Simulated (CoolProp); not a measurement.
A simple Rankine cycle with isobutene: condensing at 294.15 K, boiler at 1.88 MPa, turbine inlet 524.6 K, turbine efficiency 0.9, pump efficiency 0.8, no recuperator. Each further row changes one setting.

Computed with CoolProp (reference Helmholtz-energy equation of state, Lemmon 2005). It is a short technical equation, of lower accuracy than the large ones.

| case | thermal efficiency (%) | net work (kJ/kg) | heat in (kJ/kg) | turbine exit temperature (K) | volume ratio over the turbine |
|---|---|---|---|---|---|
| as stated | ? | 118 | 813 | 464.2 | 6.58 |
| turbine inlet 544.6 K | 14.4 | 124 | 864 | ? | 6.55 |
| condensing temperature 286.15 K | ? | 134 | 832 | 456.8 | 8.40 |
| boiler pressure 1.32 MPa | 12.1 | ? | 821 | 476.0 | 4.62 |
| turbine efficiency 0.8 | 12.9 | 105 | 813 | 470.2 | 6.67 |

Task: Fill in the missing entries.

Result: 
- as stated, thermal efficiency (%): 14.6
- turbine inlet 544.6 K, turbine exit temperature (K): 484.0
- condensing temperature 286.15 K, thermal efficiency (%): 16.1
- boiler pressure 1.32 MPa, net work (kJ/kg): 99.8
